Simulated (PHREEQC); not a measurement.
PHREEQC input (Pitzer model, pitzer.dat):

```
SOLUTION 1
  temp 25
  units mol/kgw
  pH 7 charge
  Cl 0.872
  Ca 0.31
  K 0.03
  Mg 0.085
  Sr 0.026
END
USE solution 1
INCREMENTAL_REACTIONS false
REACTION 1
  H2O -1
  0 9.886 18.011 24.689 30.178 34.689 38.397 41.444
  43.949 46.007 47.699 49.089 50.232 51.172 moles
EQUILIBRIUM_PHASES 1
  Bischofite 0 0
  Brucite 0 0
  Carnallite 0 0
  Portlandite 0 0
  Sylvite 0 0
  MgCl2_4H2O 0 0
SELECTED_OUTPUT 1
  -reset false
  -pH true
  -pe true
  -ionic_strength true
  -water true
  -activities H2O
  -totals Ca Cl K Mg Sr
  -molalities H+ K+ Mg+2 Ca+2 Sr+2 Cl- OH- MgOH+
  -equilibrium_phases Bischofite Brucite Carnallite Portlandite Sylvite MgCl2_4H2O
PRINT
  -reset false
END
```

Selected output (columns that matter, 14 of 14 rows; water left (kg) added in front):

```
water left (kg)	pH	mu	Ca	Cl	K	Mg	Sr	m_H+	m_K+	m_Mg+2	m_Ca+2	m_Sr+2	m_Cl-	la_H2O
1	6.5728	1.293	0.31	0.872	0.03	0.085	0.026	2.9134e-07	0.03	0.085	0.31	0.026	0.872	-0.0093611
0.821894	6.5157	1.5732	0.37718	1.061	0.036501	0.10342	0.031634	3.1022e-07	0.036501	0.10342	0.37718	0.031634	1.061	-0.011643
0.675514	6.4478	1.9141	0.45891	1.2909	0.044411	0.12583	0.038489	3.3207e-07	0.044411	0.12583	0.45891	0.038489	1.2909	-0.014578
0.555203	6.3658	2.3289	0.55835	1.5706	0.054034	0.1531	0.04683	3.5804e-07	0.054034	0.1531	0.55835	0.04683	1.5706	-0.018401
0.456313	6.2661	2.8336	0.67936	1.911	0.065744	0.18628	0.056978	3.8996e-07	0.065744	0.18628	0.67936	0.056978	1.911	-0.023453
0.375043	6.1435	3.4476	0.82657	2.3251	0.079991	0.22664	0.069325	4.308e-07	0.079991	0.22664	0.82657	0.069325	2.3251	-0.030228
0.30824	5.9917	4.1948	1.0057	2.829	0.097327	0.27576	0.08435	4.8539e-07	0.097327	0.27576	1.0057	0.08435	2.829	-0.039451
0.253345	5.803	5.1037	1.2236	3.4419	0.11842	0.33551	0.10263	5.6172e-07	0.11842	0.33551	1.2236	0.10263	3.4419	-0.052173
0.208215	5.5681	6.2099	1.4888	4.188	0.14408	0.40823	0.12487	6.7318e-07	0.14408	0.40823	1.4888	0.12487	4.188	-0.069944
0.171138	5.2772	7.5553	1.8114	5.0953	0.1753	0.49668	0.15192	8.4248e-07	0.1753	0.49667	1.8114	0.15192	5.0953	-0.094998
0.140655	4.919	9.1927	2.204	6.1996	0.21329	0.60432	0.18485	1.1099e-06	0.21329	0.60432	2.204	0.18485	6.1996	-0.13063
0.115613	4.4824	11.184	2.6814	7.5424	0.25949	0.73521	0.22489	1.5495e-06	0.25949	0.73521	2.6814	0.22489	7.5424	-0.18157
0.0950203	3.9545	13.608	3.2625	9.177	0.31572	0.89455	0.27363	2.3083e-06	0.31572	0.89454	3.2625	0.27363	9.177	-0.25479
0.0780852	3.3214	16.559	3.97	11.167	0.3842	1.0886	0.33297	3.6957e-06	0.3842	1.0886	3.97	0.33297	11.167	-0.36041
```
